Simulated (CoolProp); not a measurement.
Saturation properties of carbon dioxide.

Model: reference Helmholtz-energy equation of state, Span 1996, in CoolProp.

| T (K) | p (bar) | liquid density (kg/m³) | liquid cp (kJ/(kg K)) | vapour viscosity (µPa s) |
|---|---|---|---|---|
| 242.8 | 14.11 | 1077 | 2.070 | 12.3 |
| 246.5 | 15.95 | 1061 | 2.100 | 12.5 |
| 250.3 | 18.02 | 1045 | 2.135 | 12.7 |
| 254.1 | 20.28 | 1027 | 2.176 | 13.0 |
| 257.9 | 22.74 | 1009 | 2.225 | 13.3 |
| 261.6 | 25.34 | 990.9 | 2.281 | 13.5 |
| 265.4 | 28.22 | 971.1 | 2.350 | 13.8 |
| 269.2 | 31.35 | 950.4 | 2.433 | 14.2 |
| 272.9 | 34.62 | 928.9 | 2.535 | 14.5 |
| 276.7 | 38.24 | 905.4 | 2.667 | 14.9 |
| 280.5 | 42.14 | 880.1 | 2.840 | 15.4 |

Viscosity comes from a separate model (Laesecke 2017).
